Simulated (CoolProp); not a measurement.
Values from CoolProp's reference Helmholtz-energy equation of state, Lemmon 2006. It is a short technical equation, of lower accuracy than the large ones.

**Question.** For n-decane, give the phase and the Z, cp (kJ/(kg K)), expansivity (1/kK), conductivity (mW/(m K)) at 346.85 °C and 16.2 MPa.

**Answer.** 
- 346.85 °C and 16.2 MPa: supercritical; Z 0.884, cp 3.31, expansivity 1.52, conductivity 87.3

Thermal conductivity comes from a separate model (Huber 2005).
